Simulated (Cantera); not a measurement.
What does this Cantera script print?

```python
import numpy as np
import cantera as ct

gas_names = [...]  # 109 gases of nasa_gas.yaml made of C, Cl, H, Si
cond_names = """
    C(gr) C6H6(L) C7H8(L) C8H18(L),n-octa Si(cr) Si(L) SiC(b)
""".split()


# ... load() reads the species with a 1 bar reference pressure and builds the phases ...
atoms = {
    'CH3SiCl3': {'C': 1, 'H': 3, 'Si': 1, 'CL': 3},
    'HCl': {'H': 1, 'CL': 1},
    'H2': {'H': 2},
}
top_T = {'C(gr)': 4500, 'SiC(b)': 3050}  # K; cautious upper limits of use, not melting points


# ... equilibrate(T, P, feed) seeds the gas with the atoms and calls Mixture.equilibrate('TP', solver="gibbs", rtol=1e-10, max_steps=50000) ...
results = []
feed = {'CH3SiCl3': 1, 'HCl': 0.028, 'H2': 2.6}  # mol
T = 1023  # K
P = 2900  # Pa
mix = equilibrate(T, P, feed)
results.append((T, P, feed, dict(zip(mix.species_names, mix.species_moles))))
print(gas.report(threshold=0.0001))
for i in range(1, mix.n_phases):
    print(f"{mix.phase(i).name:16s} {mix.phase_moles(i):12.5e} mol")
```

Output:

```
       temperature   1023 K
          pressure   2900 Pa
           density   0.0086577 kg/m^3
  mean mol. weight   25.393 kg/kmol
   phase of matter   gas

                          1 kg             1 kmol
                     ---------------   ---------------
          enthalpy       -2.2374e+06       -5.6815e+07  J
   internal energy       -2.5724e+06       -6.5321e+07  J
           entropy            9568.7        2.4298e+05  J/K
    Gibbs function       -1.2026e+07       -3.0538e+08  J
 heat capacity c_p            1500.1             38092  J/K
 heat capacity c_v            1172.7             29778  J/K

                      mass frac. Y      mole frac. X     chem. pot. / RT
                     ---------------   ---------------   ---------------
               CH4        0.00067529         0.0010689           -44.471
               HCL           0.28563           0.19894           -40.343
                H2          0.055648           0.70093           -21.458
             SiCL3         0.0024605        0.00046475           -100.21
             SiCL4           0.64014          0.095684           -129.82
            SiHCL3          0.015217         0.0028529           -110.93
     [ +103 minor]        0.00022335        5.7144e-05

C(gr)             5.01419e-01 mol
Si(cr)            0.00000e+00 mol
SiC(b)            4.93111e-01 mol
```

Cantera equilibrium calculation (NASA polynomials, part measured and part estimated; ideal gas, pure solids and liquids). The feed counts by its element totals alone. The tables' values for SiCl3 are old estimates; treat these amounts as uncertain.
